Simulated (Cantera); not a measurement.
A closed system holds: 1 mol CH₂F₂, 9.7 mol H₂, at 3473 K and 0.0350 bar.

Equilibrium computed with Cantera from the NASA thermochemical tables; the gas is ideal and each condensed phase is pure. The numbers say what is thermodynamically allowed, not how fast it happens.

| species | before | after |
|---|---|---|
| H₂ | 0.0730 | 0.541 |
| H | 0.802 | 0.294 |
| HF | 0.0841 | 0.145 |
| C | 0.0150 | 0.000143 |
| F | 0.0120 | 0.000315 |
| C₂H₂ (acetylene) | 0.000673 | 0.0166 |
| C₄H₂ | 2.58e-6 | 0.000212 |
| C₂ | 0.00343 | 6.43e-5 |
| CF | 0.000684 | 2.19e-5 |
| C₄ | 1.53e-5 | 1.12e-6 |
| CH | 0.000174 | 1.32e-5 |
| C₃ | 0.00656 | 0.000661 |
| C(graphite), mol | 0 | 0.469 |
Gas species are given as mole fractions.

### Question
What was changed between the two runs?
(A) temperature from 3473 K to 2050 K
(B) temperature from 3473 K to 2775 K
(C) CH₂F₂ replaced by CH₃F
(D) H₂ from 9.7 to 0.062 mol

### Answer
B, temperature from 3473 K to 2775 K
